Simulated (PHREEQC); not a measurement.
Consider water at 20 °C with 0.23 mol/kgw Na2S and 9.9e-05 mol/kgw K3PO4. Closed to the air; pH follows from the charge balance.

All values are PHREEQC results (ion-association model, wateq4f.dat), not measurements.

No solid was allowed to form.

**Question.** Order these P species by the share of P that they hold, largest first: NaHPO4-, HPO4-2, PO4-3.

**Answer.** PO4-3 (95 %), HPO4-2 (4.3 %), NaHPO4- (0.82 %)

The pH is 12.86 and the ionic strength 0.611 mol/kgw. With this much S-2 the pH rests on the database's HS-/S-2 constant; if that pK is higher, the solution is more alkaline. H3PO4, which wateq4f.dat lacks, is added to it with the constant of phreeqc.dat. The database's pK near 12.9 for HS-/S-2 is now thought far too low, so its S-2 is overstated. The polysulfide entries of wateq4f.dat were taken out for this run.
